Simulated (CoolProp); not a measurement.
Vapour-liquid equilibrium of carbon monoxide (1) + methane (2) at -156.75 °C; x and y are mole fractions of (1).

Values from CoolProp's multi-fluid Helmholtz-energy mixture model, Lemmon 2006 and Setzmann 1991; pair parameters Kunz 2012.

Task: Give the bubble pressure and the first vapour's composition at x = 0.05, 0.15, 0.25. Is there an azeotrope?

Result: x = 0.05: 0.2229 MPa, y = 0.357; x = 0.15: 0.3809 MPa, y = 0.646; x = 0.25: 0.5398 MPa, y = 0.767. No azeotrope shows between x = 0.05 and 0.95.

Pair parameters are fitted to limited data, so mixtures are less certain than the pure fluids. The gap from Raoult's law changes sign with composition, which may be real or a fault of the pair parameters; it wasn't checked against measurements.
